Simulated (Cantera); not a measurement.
A closed system holds: 1 mol Si, 0.0071 mol O2, 1.6 mol H2, equilibrated at 3300 Torr.

Method: chemical equilibrium by Gibbs-energy minimisation in Cantera with the NASA 1993 tables (ideal gas, pure condensed phases). Candidate condensed phases: H2O, Si, SiO2; 18 gas species. Each liquid is taken as pure. Mutual solubility and eutectic melting of coexisting phases are not modelled. The tables hold silica as quartz up to 1696 K and as liquid above; real silica turns to tridymite and cristobalite and melts near 1996 K. Gases not in the tables: Si2H6 and higher silanes. Rates play no part.

Question: Which condensed phases are stable at each of these points (T (°C)): 1050, 1100, 1150, 1200, 1250, 1300, 1350, 1400, 1450, 1500, 1550, 1600, 1650?

Answer: 
```
T (°C)         condensed phases  Si condensed (%)
------  -----------------------  ----------------
1050     Si(s) + SiO2(β-quartz)             100.0
1100     Si(s) + SiO2(β-quartz)             100.0
1150     Si(s) + SiO2(β-quartz)             100.0
1200     Si(s) + SiO2(β-quartz)             100.0
1250     Si(s) + SiO2(β-quartz)             100.0
1300     Si(s) + SiO2(β-quartz)              99.9
1350     Si(s) + SiO2(β-quartz)              99.8
1400     Si(s) + SiO2(β-quartz)              99.7
1450    Si(l) + SiO2(condensed)              99.4
1500    Si(l) + SiO2(condensed)              98.9
1550                      Si(l)              98.6
1600                      Si(l)              98.6
1650                      Si(l)              98.6
```

From 1050 °C to 1400 °C the condensed part is Si(s) + SiO2(β-quartz). From 1450 °C to 1500 °C the condensed part is Si(l) + SiO2(condensed). From 1550 °C to 1650 °C the condensed part is Si(l).
